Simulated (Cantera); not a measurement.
## Thermodynamics of boron, boron nitride and boron oxide, feed borazine + H2O + H2

Feed: 1 mol borazine, 2.5 mol H2O, 21 mol H2, held at 0.0210 bar.

These are equilibrium values from Cantera (NASA tables, ideal gas, pure condensed phases), not measurements of a reactor. Candidate condensed phases: B, BN, B2O3, B3O3H3, H2O; 39 gas species. The feed counts by its element totals alone. Mutual solubility and eutectic melting of coexisting phases are not modelled. Equilibrium is a limit: real reactors are often held back by kinetics, nucleation or transport.

```json
[
 {"T (K)": "823", "x H2": "0.969", "x N2": "0.0302", "x HBO": "1.52e-11", "x HBO2": "5.53e-8", "x B2O3": "<1e-12", "x B2O2": "<1e-12", "x H2O": "0.000843", "x H": "4.98e-11", "n BN(s)": "1.35", "n B2O3(l)": "0.826"},
 {"T (K)": "923", "x H2": "0.969", "x N2": "0.0302", "x HBO": "1.63e-9", "x HBO2": "9.00e-7", "x B2O3": "2.90e-12", "x B2O2": "<1e-12", "x H2O": "0.000828", "x H": "1.66e-9", "n BN(s)": "1.35", "n B2O3(l)": "0.826"},
 {"T (K)": "1023", "x H2": "0.969", "x N2": "0.0302", "x HBO": "6.88e-8", "x HBO2": "8.19e-6", "x B2O3": "4.68e-10", "x B2O2": "<1e-12", "x H2O": "0.000801", "x H": "2.81e-8", "n BN(s)": "1.35", "n B2O3(l)": "0.826"},
 {"T (K)": "1123", "x H2": "0.969", "x N2": "0.0302", "x HBO": "1.46e-6", "x HBO2": "4.90e-5", "x B2O3": "2.95e-8", "x B2O2": "6.54e-11", "x H2O": "0.000768", "x H": "2.89e-7", "n BN(s)": "1.35", "n B2O3(l)": "0.825"},
 {"T (K)": "1223", "x H2": "0.969", "x N2": "0.0302", "x HBO": "1.86e-5", "x HBO2": "0.000214", "x B2O3": "9.16e-7", "x B2O2": "6.75e-9", "x H2O": "0.000734", "x H": "2.04e-6", "n BN(s)": "1.35", "n B2O3(l)": "0.823"},
 {"T (K)": "1323", "x H2": "0.968", "x N2": "0.0302", "x HBO": "0.000160", "x HBO2": "0.000737", "x B2O3": "1.66e-5", "x B2O2": "3.39e-7", "x H2O": "0.000701", "x H": "1.08e-5", "n BN(s)": "1.35", "n B2O3(l)": "0.812"},
 {"T (K)": "1423", "x H2": "0.966", "x N2": "0.0300", "x HBO": "0.00100", "x HBO2": "0.00210", "x B2O3": "0.000195", "x B2O2": "9.67e-6", "x H2O": "0.000667", "x H": "4.50e-5", "n BN(s)": "1.36", "n B2O3(l)": "0.774"},
 {"T (K)": "1523", "x H2": "0.957", "x N2": "0.0301", "x HBO": "0.00489", "x HBO2": "0.00515", "x B2O3": "0.00164", "x B2O2": "0.000175", "x H2O": "0.000633", "x H": "0.000156", "n BN(s)": "1.34", "n B2O3(l)": "0.640"},
 {"T (K)": "1623", "x H2": "0.924", "x N2": "0.0315", "x HBO": "0.0191", "x HBO2": "0.0111", "x B2O3": "0.0105", "x B2O2": "0.00216", "x H2O": "0.000595", "x H": "0.000459", "n BN(s)": "1.23", "n B2O3(l)": "0.102"}
]
```
x: gas mole fraction; n: condensed amount in mol.

From 823 K to 1623 K the condensed part is BN(s) + B2O3(l). The main B-bearing gas is (HBO2)3 at 823 K and B2O3 at 1623 K.
